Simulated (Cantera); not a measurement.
A perfectly stirred reactor is fed with NH3 : N2 = 1 : 5.7 (molar parts), at 20.0 Torr; it is held at 1875 K, and followed from long to short residence time.

Detailed kinetics in Cantera: the gas-phase N/H chemistry of the illustrative SiF4/NH3 mechanism in the Surface Chemkin manual (1991). Walls and surfaces, which speed up NH3 decomposition in real reactors, are not modelled.

**Question.** What does this change do: pressure from 20.0 Torr to 1.00 bar?

**Answer.** 
```tsv
quantity	before	after
x(NH3) at τ = 26.0 s	0.0161	0.00273
x(N2H4) at τ = 26.0 s	1.21e-10	1.30e-10
x(N2) at τ = 26.0 s	0.810	0.806
x(NH2) at τ = 26.0 s	5.76e-5	9.73e-6
x(NH) at τ = 26.0 s	2.98e-6	5.17e-7
x(NH3) at τ = 0.330 s	0.128	0.0533
x(N2H4) at τ = 0.330 s	3.57e-9	1.33e-8
x(N2) at τ = 0.330 s	0.844	0.821
x(NH2) at τ = 0.330 s	0.000312	9.86e-5
x(NH) at τ = 0.330 s	6.28e-6	2.56e-6
```

**Question.** What does this change do: NH3 1 to 0.21 parts?

**Answer.** 
| quantity | before | after |
|---|---|---|
| x(NH3) at τ = 26.0 s | 0.0161 | 0.00385 |
| x(N2H4) at τ = 26.0 s | 1.21e-10 | 1.85e-11 |
| x(N2) at τ = 26.0 s | 0.810 | 0.950 |
| x(NH2) at τ = 26.0 s | 5.76e-5 | 2.25e-5 |
| x(NH) at τ = 26.0 s | 2.98e-6 | 1.86e-6 |
| x(NH3) at τ = 0.330 s | 0.128 | 0.0300 |
| x(N2H4) at τ = 0.330 s | 3.57e-9 | 7.37e-10 |
| x(N2) at τ = 0.330 s | 0.844 | 0.962 |
| x(NH2) at τ = 0.330 s | 0.000312 | 0.000142 |
| x(NH) at τ = 0.330 s | 6.28e-6 | 4.35e-6 |

**Question.** What does this change do: N2 5.7 to 1.1 parts?

**Answer.** 
| quantity | before | after |
|---|---|---|
| x(NH3) at τ = 26.0 s | 0.0161 | 0.0474 |
| x(N2H4) at τ = 26.0 s | 1.21e-10 | 4.58e-10 |
| x(N2) at τ = 26.0 s | 0.810 | 0.517 |
| x(NH2) at τ = 26.0 s | 5.76e-5 | 0.000112 |
| x(NH) at τ = 26.0 s | 2.98e-6 | 3.88e-6 |
| x(NH3) at τ = 0.330 s | 0.128 | 0.411 |
| x(N2H4) at τ = 0.330 s | 3.57e-9 | 1.16e-8 |
| x(N2) at τ = 0.330 s | 0.844 | 0.523 |
| x(NH2) at τ = 0.330 s | 0.000312 | 0.000563 |
| x(NH) at τ = 0.330 s | 6.28e-6 | 7.36e-6 |
